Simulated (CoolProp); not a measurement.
Saturation properties of C2F6 (R116) (Tc = 293.0 K, pc = 30.48 bar, ω = 0.257).

Computed with CoolProp (reference Helmholtz-energy equation of state, Lemmon 2006). It is a short technical equation, of lower accuracy than the large ones.

```json
[
 {"T (K)": "198.5", "p (bar)": "1.215", "liquid density (kg/m³)": "1590", "vapour Z": "___"},
 {"T (K)": "201.9", "p (bar)": "1.443", "liquid density (kg/m³)": "1574", "vapour Z": "0.9421"},
 {"T (K)": "205.2", "p (bar)": "1.695", "liquid density (kg/m³)": "1559", "vapour Z": "0.9352"},
 {"T (K)": "208.5", "p (bar)": "1.979", "liquid density (kg/m³)": "1544", "vapour Z": "0.9277"},
 {"T (K)": "211.9", "p (bar)": "2.308", "liquid density (kg/m³)": "1527", "vapour Z": "0.9194"},
 {"T (K)": "215.2", "p (bar)": "___", "liquid density (kg/m³)": "1512", "vapour Z": "0.9108"},
 {"T (K)": "218.6", "p (bar)": "___", "liquid density (kg/m³)": "1495", "vapour Z": "0.9014"},
 {"T (K)": "221.9", "p (bar)": "3.522", "liquid density (kg/m³)": "___", "vapour Z": "0.8916"},
 {"T (K)": "225.2", "p (bar)": "4.013", "liquid density (kg/m³)": "1461", "vapour Z": "0.8812"},
 {"T (K)": "228.6", "p (bar)": "___", "liquid density (kg/m³)": "1443", "vapour Z": "0.8698"},
 {"T (K)": "231.9", "p (bar)": "5.164", "liquid density (kg/m³)": "1425", "vapour Z": "0.8581"},
 {"T (K)": "235.3", "p (bar)": "5.834", "liquid density (kg/m³)": "1406", "vapour Z": "0.8453"},
 {"T (K)": "238.6", "p (bar)": "6.545", "liquid density (kg/m³)": "1387", "vapour Z": "0.8321"},
 {"T (K)": "241.9", "p (bar)": "7.318", "liquid density (kg/m³)": "1368", "vapour Z": "0.8182"}
]
```

Task: Some entries are withheld; supply them.

Result: 
- 198.5, vapour Z: 0.9487
- 215.2, p (bar): 2.667
- 218.6, p (bar): 3.078
- 221.9, liquid density (kg/m³): 1478
- 228.6, p (bar): 4.570

It boils at 195.1 K under 1 atm.
